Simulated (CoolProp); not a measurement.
Properties of ethylene at several states.

The numbers come from the reference Helmholtz-energy equation of state, Smukala 2000 in CoolProp.

| T (°C) | p (bar) | phase | speed of sound (m/s) | Joule-Thomson coefficient (K/MPa) |
|---|---|---|---|---|
| -65.85 | 132 | liquid | 1155 | -0.3517 |
| -162.45 | 0.132 | liquid | 1723 | -0.4974 |
| -77.85 | 5.96 | liquid | 1110 | -0.3084 |
